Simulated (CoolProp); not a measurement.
Values from CoolProp's reference Helmholtz-energy equation of state, Thol 2019.

Give the vapour pressure (MPa), liquid density (kg/m³), vapour density (kg/m³), enthalpy of vaporisation (kJ/kg) of saturated tetradecamethylhexasiloxane (MD4M) at 504.3 K.


| T (K) | p (MPa) | liquid density (kg/m³) | vapour density (kg/m³) | enthalpy of vaporisation (kJ/kg) |
|---|---|---|---|---|
| 504.3 | 0.0517 | 674 | 6.11 | 107 |
